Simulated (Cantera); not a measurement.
**Thermodynamics of sublimation and decomposition of ceramics, feed SiO2 + H2 + Si**

Charge: 1 mol SiO2, 0.098 mol H2, 0.0045 mol Si, at 10000 Pa.

These are equilibrium values from Cantera (NASA tables, ideal gas, pure condensed phases), not measurements of a reactor. Candidate condensed phases: H2O, Si, SiO2; 18 gas species. Mutual solubility and eutectic melting of coexisting phases are not modelled. The tables hold silica as quartz up to 1696 K and as liquid above; real silica turns to tridymite and cristobalite and melts near 1996 K. Rates play no part.

```json
[
 {"T (K)": "1625", "x H2": "0.958", "x SiO": "0.0421", "x H": "0.000218", "x H2O": "1.09e-5", "x SiH2": "6.33e-6", "x Si": "1.63e-6", "n Si(s)": "0.00234", "n SiO2(β-quartz)": "0.998", "n SiO2(condensed)": "0"},
 {"T (K)": "1650", "x H2": "0.938", "x SiO": "0.0616", "x H": "0.000278", "x H2O": "1.33e-5", "x SiH2": "8.12e-6", "x Si": "2.68e-6", "n Si(s)": "0.00128", "n SiO2(β-quartz)": "0.997", "n SiO2(condensed)": "0"},
 {"T (K)": "1675", "x H2": "0.916", "x SiO": "0.0841", "x H": "0.000351", "x H2O": "1.71e-5", "x SiH2": "9.20e-6", "x Si": "3.88e-6", "n Si(s)": "0", "n SiO2(β-quartz)": "0.996", "n SiO2(condensed)": "0"},
 {"T (K)": "1700", "x H2": "0.915", "x SiO": "0.0841", "x H": "0.000446", "x H2O": "3.01e-5", "x SiH2": "5.82e-6", "x Si": "3.04e-6", "n Si(s)": "0", "n SiO2(β-quartz)": "0", "n SiO2(condensed)": "0.995"},
 {"T (K)": "1725", "x H2": "0.915", "x SiO": "0.0841", "x H": "0.000562", "x H2O": "5.17e-5", "x SiH2": "3.76e-6", "x Si": "2.42e-6", "n Si(s)": "0", "n SiO2(β-quartz)": "0", "n SiO2(condensed)": "0.995"},
 {"T (K)": "1750", "x H2": "0.915", "x SiO": "0.0842", "x H": "0.000704", "x H2O": "8.73e-5", "x SiH2": "2.46e-6", "x Si": "1.94e-6", "n Si(s)": "0", "n SiO2(β-quartz)": "0", "n SiO2(condensed)": "0.995"},
 {"T (K)": "1775", "x H2": "0.915", "x SiO": "0.0842", "x H": "0.000875", "x H2O": "0.000145", "x SiH2": "1.63e-6", "x Si": "1.56e-6", "n Si(s)": "0", "n SiO2(β-quartz)": "0", "n SiO2(condensed)": "0.995"},
 {"T (K)": "1800", "x H2": "0.914", "x SiO": "0.0843", "x H": "0.00108", "x H2O": "0.000238", "x SiH2": "1.10e-6", "x Si": "1.27e-6", "n Si(s)": "0", "n SiO2(β-quartz)": "0", "n SiO2(condensed)": "0.995"},
 {"T (K)": "1825", "x H2": "0.914", "x SiO": "0.0844", "x H": "0.00133", "x H2O": "0.000384", "x SiH2": "7.45e-7", "x Si": "1.04e-6", "n Si(s)": "0", "n SiO2(β-quartz)": "0", "n SiO2(condensed)": "0.995"},
 {"T (K)": "1850", "x H2": "0.913", "x SiO": "0.0846", "x H": "0.00163", "x H2O": "0.000611", "x SiH2": "5.14e-7", "x Si": "8.60e-7", "n Si(s)": "0", "n SiO2(β-quartz)": "0", "n SiO2(condensed)": "0.995"},
 {"T (K)": "1875", "x H2": "0.912", "x SiO": "0.0849", "x H": "0.00198", "x H2O": "0.000957", "x SiH2": "3.59e-7", "x Si": "7.17e-7", "n Si(s)": "0", "n SiO2(β-quartz)": "0", "n SiO2(condensed)": "0.995"},
 {"T (K)": "1900", "x H2": "0.911", "x SiO": "0.0854", "x H": "0.00239", "x H2O": "0.00148", "x SiH2": "2.54e-7", "x Si": "6.03e-7", "n Si(s)": "0", "n SiO2(β-quartz)": "0", "n SiO2(condensed)": "0.995"}
]
```
x: gas mole fraction; n: condensed amount in mol.

From 1625 K to 1650 K the condensed part is Si(s) + SiO2(β-quartz). At 1675 K the condensed part is SiO2(β-quartz). From 1700 K to 1900 K the condensed part is SiO2(condensed). The main Si-bearing gas is SiO throughout.
